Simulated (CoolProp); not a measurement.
Properties of isopentane along the isotherm 500 K (Tc = 460.3 K, pc = 3.378 MPa, ω = 0.227).

Computed with CoolProp (reference Helmholtz-energy equation of state, Lemmon 2006). It is a short technical equation, of lower accuracy than the large ones.

```json
[
 {"p (MPa)": "0.107", "phase": "gas", "density (kg/m³)": "1.873", "speed of sound (m/s)": "243.8", "Joule-Thomson coefficient (K/MPa)": "5.896", "expansivity (1/kK)": "2.056", "fugacity coefficient": "0.9917"},
 {"p (MPa)": "0.161", "phase": "gas", "density (kg/m³)": "2.830", "speed of sound (m/s)": "242.9", "Joule-Thomson coefficient (K/MPa)": "5.931", "expansivity (1/kK)": "2.086", "fugacity coefficient": "0.9876"},
 {"p (MPa)": "0.243", "phase": "gas", "density (kg/m³)": "4.299", "speed of sound (m/s)": "241.5", "Joule-Thomson coefficient (K/MPa)": "5.986", "expansivity (1/kK)": "2.132", "fugacity coefficient": "0.9813"},
 {"p (MPa)": "0.367", "phase": "gas", "density (kg/m³)": "6.558", "speed of sound (m/s)": "239.3", "Joule-Thomson coefficient (K/MPa)": "6.070", "expansivity (1/kK)": "2.204", "fugacity coefficient": "0.9718"},
 {"p (MPa)": "0.553", "phase": "gas", "density (kg/m³)": "10.04", "speed of sound (m/s)": "236.0", "Joule-Thomson coefficient (K/MPa)": "6.201", "expansivity (1/kK)": "2.321", "fugacity coefficient": "0.9577"},
 {"p (MPa)": "0.835", "phase": "gas", "density (kg/m³)": "15.53", "speed of sound (m/s)": "230.8", "Joule-Thomson coefficient (K/MPa)": "6.412", "expansivity (1/kK)": "2.518", "fugacity coefficient": "0.9364"},
 {"p (MPa)": "1.26", "phase": "gas", "density (kg/m³)": "24.39", "speed of sound (m/s)": "222.6", "Joule-Thomson coefficient (K/MPa)": "6.760", "expansivity (1/kK)": "2.872", "fugacity coefficient": "0.9046"},
 {"p (MPa)": "1.9", "phase": "gas", "density (kg/m³)": "39.34", "speed of sound (m/s)": "209.4", "Joule-Thomson coefficient (K/MPa)": "7.363", "expansivity (1/kK)": "3.579", "fugacity coefficient": "0.8575"},
 {"p (MPa)": "2.87", "phase": "gas", "density (kg/m³)": "67.31", "speed of sound (m/s)": "187.5", "Joule-Thomson coefficient (K/MPa)": "8.488", "expansivity (1/kK)": "5.353", "fugacity coefficient": "0.7875"},
 {"p (MPa)": "4.32", "phase": "supercritical", "density (kg/m³)": "133.5", "speed of sound (m/s)": "151.8", "Joule-Thomson coefficient (K/MPa)": "10.37", "expansivity (1/kK)": "12.53", "fugacity coefficient": "0.6854"},
 {"p (MPa)": "6.52", "phase": "supercritical", "density (kg/m³)": "302.2", "speed of sound (m/s)": "191.7", "Joule-Thomson coefficient (K/MPa)": "3.958", "expansivity (1/kK)": "12.13", "fugacity coefficient": "0.5447"},
 {"p (MPa)": "9.84", "phase": "supercritical", "density (kg/m³)": "378.1", "speed of sound (m/s)": "320.0", "Joule-Thomson coefficient (K/MPa)": "1.095", "expansivity (1/kK)": "4.838", "fugacity coefficient": "0.4262"},
 {"p (MPa)": "14.8", "phase": "supercritical", "density (kg/m³)": "423.4", "speed of sound (m/s)": "436.5", "Joule-Thomson coefficient (K/MPa)": "0.3632", "expansivity (1/kK)": "2.983", "fugacity coefficient": "0.3509"},
 {"p (MPa)": "22.4", "phase": "supercritical", "density (kg/m³)": "461.5", "speed of sound (m/s)": "558.8", "Joule-Thomson coefficient (K/MPa)": "0.02907", "expansivity (1/kK)": "2.083", "fugacity coefficient": "0.3121"},
 {"p (MPa)": "33.8", "phase": "supercritical", "density (kg/m³)": "496.6", "speed of sound (m/s)": "691.9", "Joule-Thomson coefficient (K/MPa)": "-0.1515", "expansivity (1/kK)": "1.548", "fugacity coefficient": "0.3123"}
]
```
